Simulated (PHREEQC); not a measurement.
Make-up at 25 °C: 0.0044 mol/kgw NaH2PO4, 0.00013 mol/kgw HF and 1.8e-07 mol/kgw H4SiO4. Closed to the air; pH follows from the charge balance.

All values are PHREEQC results (ion-association model, wateq4f.dat), not measurements.

Precipitation was switched off in this run.

**Question.** Order these F species by the share of F that they hold, largest first: HF, NaF, F-.

**Answer.** F- (91 %), HF (9.3 %), NaF (0.20 %)

The pH is 4.13 and the ionic strength 0.00448 mol/kgw. Species that the database lacks are ignored. H3PO4, which wateq4f.dat lacks, is added to it with the constant of phreeqc.dat. SiF6-2 is the database's only silicon fluoride.
